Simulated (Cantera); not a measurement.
Cantera run, input and output.

```python
import numpy as np
import cantera as ct

gas = ct.Solution("gri30.yaml")
gas.TP = 300, 101325
flame = ct.CounterflowDiffusionFlame(gas, width=0.02)
flame.fuel_inlet.X, flame.fuel_inlet.T = {'C3H8': 1, 'N2': 0.22}, 400
flame.oxidizer_inlet.X, flame.oxidizer_inlet.T = {'O2': 0.25, 'N2': 0.75}, 475
flame.set_refine_criteria(ratio=3, slope=0.12, curve=0.24, prune=0.03)
show = ['OH', 'H', 'NO', 'CO', 'C2H2']

rows = []
print(f"{'mdot':>8s}{'a_max':>10s}{'a_mean':>10s}{'Tmax/K':>9s}" + "".join(f"{s:>11s}" for s in show) + "   (peak mole fractions)")
for i, mdot in enumerate([0.25, 0.33, 0.42, 0.55, 0.71, 0.92, 1.2, 1.5]):  # kg/m2/s on the oxidiser side
    flame.oxidizer_inlet.mdot, flame.fuel_inlet.mdot = mdot, 1.1 * mdot
    flame.solve(loglevel=0, auto=(i == 0))
    if flame.T.max() < max(400, 475) + 100:
        print(f"{mdot:8.3g}  no burning solution found from the previous one")
        break
    dT = np.abs(np.gradient(flame.T, flame.grid))
    rows.append([flame.strain_rate("max"), flame.strain_rate("mean"), flame.T.max(),
                 *(flame.X[gas.species_index(s)].max() for s in show), max(dT[0], dT[-1]) / dT.max()])
    print(f"{mdot:8.3g}{rows[-1][0]:10.1f}{rows[-1][1]:10.1f}{rows[-1][2]:9.1f}" + "".join(f"{x:11.3e}" for x in rows[-1][3:-1]))
```

It prints:

```
    mdot     a_max    a_mean   Tmax/K         OH          H         NO         CO       C2H2   (peak mole fractions)
    0.25     193.2      27.7   2237.6  1.065e-02  5.029e-03  4.408e-04  8.900e-02  4.868e-02
    0.33     247.9      36.6   2221.1  1.070e-02  5.305e-03  4.147e-04  8.827e-02  4.747e-02
    0.42     308.4      46.6   2205.8  1.070e-02  5.538e-03  3.919e-04  8.750e-02  4.628e-02
    0.55     393.9      61.0   2189.2  1.067e-02  5.806e-03  3.675e-04  8.669e-02  4.489e-02
    0.71     497.3      78.8   2173.7  1.063e-02  6.064e-03  3.445e-04  8.602e-02  4.353e-02
    0.92     630.6     102.1   2158.7  1.058e-02  6.334e-03  3.213e-04  8.545e-02  4.221e-02
     1.2     804.0     133.2   2143.4  1.051e-02  6.606e-03  2.965e-04  8.498e-02  4.080e-02
     1.5     985.3     166.5   2128.2  1.037e-02  6.806e-03  2.731e-04  8.454e-02  3.941e-02
```

Cantera simulation using GRI-Mech 3.0 (53 species, 325 reactions); the numbers are that mechanism's predictions, not measurements. GRI-Mech 3.0 was tuned for natural gas; its chemistry of propane as a main component is partial and can be far from experiment. GRI-Mech 3.0 has no aromatics or soot, which form on the fuel side of real flames. The maximum strain rate includes the flame's own expansion and is several times the mean.
